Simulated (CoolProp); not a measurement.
R1233zd(E) at 298.15 K and 0.0329 MPa is throttled through a valve to 0.0217 MPa with no heat exchange. Each further row changes one setting.

Model: reference Helmholtz-energy equation of state, Akasaka 2022, in CoolProp.

| case | temperature change (K) | final density (kg/m³) |
|---|---|---|
| as stated | [?] | [?] |
| outlet pressure 0.00651 MPa | -0.8 | [?] |
| outlet pressure 0.0282 MPa | [?] | [?] |

Question: What belongs in the gaps?

Answer: 
- as stated, temperature change (K): -0.3
- as stated, final density (kg/m³): 1.15
- outlet pressure 0.00651 MPa, final density (kg/m³): 0.344
- outlet pressure 0.0282 MPa, temperature change (K): -0.1
- outlet pressure 0.0282 MPa, final density (kg/m³): 1.50
